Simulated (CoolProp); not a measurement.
A closed Brayton cycle with carbon dioxide: compressor inlet 306.15 K and 7.7 MPa, high pressure 23.3 MPa, turbine inlet 815 K, compressor efficiency 0.85, turbine efficiency 0.9, recuperator effectiveness 0.9 (on enthalpy, no pinch check). Each further row changes one setting.

Model: reference Helmholtz-energy equation of state, Span 1996, in CoolProp.

```json
[
 {"case": "as stated", "thermal efficiency (%)": "___", "net work (kJ/kg)": "108", "compressor to turbine work": "0.23", "compressor exit (K)": "359.5", "turbine exit (K)": "684.7"},
 {"case": "turbine inlet 765 K", "thermal efficiency (%)": "___", "net work (kJ/kg)": "98.3", "compressor to turbine work": "___", "compressor exit (K)": "359.5", "turbine exit (K)": "639.4"},
 {"case": "compressor inlet 316.15 K", "thermal efficiency (%)": "34.0", "net work (kJ/kg)": "87.9", "compressor to turbine work": "___", "compressor exit (K)": "___", "turbine exit (K)": "684.7"},
 {"case": "high pressure 19.8 MPa", "thermal efficiency (%)": "___", "net work (kJ/kg)": "___", "compressor to turbine work": "___", "compressor exit (K)": "351.3", "turbine exit (K)": "703.3"},
 {"case": "recuperator effectiveness 0.5", "thermal efficiency (%)": "23.8", "net work (kJ/kg)": "108", "compressor to turbine work": "0.23", "compressor exit (K)": "359.5", "turbine exit (K)": "684.7"}
]
```

Q: Complete the blanks.

A: 
- as stated, thermal efficiency (%): 35.6
- turbine inlet 765 K, thermal efficiency (%): 34.1
- turbine inlet 765 K, compressor to turbine work: 0.25
- compressor inlet 316.15 K, compressor to turbine work: 0.38
- compressor inlet 316.15 K, compressor exit (K): 405.3
- high pressure 19.8 MPa, thermal efficiency (%): 33.8
- high pressure 19.8 MPa, net work (kJ/kg): 95.8
- high pressure 19.8 MPa, compressor to turbine work: 0.22
